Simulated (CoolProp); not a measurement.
Saturation properties of fluoroethane (R161) (Tc = 102.1 °C, pc = 5010 kPa, ω = 0.216).

Values from CoolProp's reference Helmholtz-energy equation of state, Wu 2012.

```csv
T (°C),p (kPa),liquid density (kg/m³),vapour density (kg/m³),surface tension (mN/m)
-38.45,97.22,819.0,2.476,18.1
-30.15,140.7,807.0,3.498,16.9
-21.95,(withheld),794.7,4.807,15.7
-13.65,(withheld),781.8,6.493,(withheld)
-5.35,364.7,768.2,8.612,13.4
2.95,480.9,753.9,11.24,12.3
11.25,623.0,738.6,14.47,11.1
19.45,792.1,722.6,18.37,10.0
```

Question: What belongs in the gaps?

Answer: 
- -21.95, p (kPa): 197.3
- -13.65, p (kPa): 271.2
- -13.65, surface tension (mN/m): 14.6

It boils at -37.6 °C under 1 atm.

Surface tension comes from a separate correlation (Mulero 2012).
